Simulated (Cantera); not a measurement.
A closed system holds: 1 mol CH₃Cl, 0.46 mol HCl, equilibrated at 1025 K and 0.0320 bar.

Cantera equilibrium calculation (NASA polynomials, part measured and part estimated; ideal gas, pure solids and liquids). Candidate condensed phases: C, C₆H₆, C₇H₈, C₈H₁₈; 91 gas species. The numbers say what is thermodynamically allowed, not how fast it happens.

Base state: HCl 0.594, H₂ 0.406, CH₄ 0.000387 (mole fractions); condensed: C(graphite).

### Question
What changes in the equilibrium state with this change: CH₃Cl replaced by CH₂F₂?

### Answer
| species | before | after |
|---|---|---|
| HF | 0 | 0.813 |
| HCl | 0.594 | 0.187 |
| H₂ | 0.406 | 2.24e-6 |
| CH₄ | 0.000387 | <1e-9 |
| C(graphite), mol | 0.999 | 1.00 |

### Question
What changes in the equilibrium state with this change: temperature from 1025 K to 3250 K?

### Answer
```json
[
 {"species": "H", "before": "1.55e-8", "after": "0.512"},
 {"species": "Cl", "before": "2.09e-8", "after": "0.258"},
 {"species": "H₂", "before": "0.406", "after": "0.0814"},
 {"species": "HCl", "before": "0.594", "after": "0.0612"},
 {"species": "C₃", "before": "<1e-9", "after": "0.0520"},
 {"species": "C", "before": "<1e-9", "after": "0.0110"},
 {"species": "C₂H", "before": "<1e-9", "after": "0.00884"},
 {"species": "C₂", "before": "<1e-9", "after": "0.00720"},
 {"species": "C(graphite), mol", "before": "0.999", "after": "0"}
]
```
The tables' values for CCl are old estimates; treat these amounts as uncertain.
